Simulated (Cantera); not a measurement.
A perfectly stirred reactor is fed with CH4 : O2 : N2 = 0.016 : 0.03 : 1 (molar parts), equivalence ratio 1.1, at 10.0 bar; it is held at 1050 K, and followed from long to short residence time.

Cantera simulation using GRI-Mech 3.0 (53 species, 325 reactions); the numbers are that mechanism's predictions, not measurements. The temperature is held fixed by assumption; the heat of reaction is taken as removed at once.

### Question
What does this change do: CH4 0.016 to 0.0061 parts?

### Answer
```csv
quantity,before,after
x(CH4) at τ = 0.710 s,0.00172,0.000461
x(O2) at τ = 0.710 s,0.00466,0.0189
x(CH3) at τ = 0.710 s,8.27e-7,3.75e-7
x(CO2) at τ = 0.710 s,0.00861,0.00381
x(H2) at τ = 0.710 s,0.000964,3.30e-5
x(CH4) at τ = 19.0 ms,0.0106,0.00381
x(O2) at τ = 19.0 ms,0.0228,0.0261
x(CH3) at τ = 19.0 ms,3.45e-6,1.94e-6
x(CO2) at τ = 19.0 ms,0.000399,0.000198
x(H2) at τ = 19.0 ms,0.00111,0.000235
```
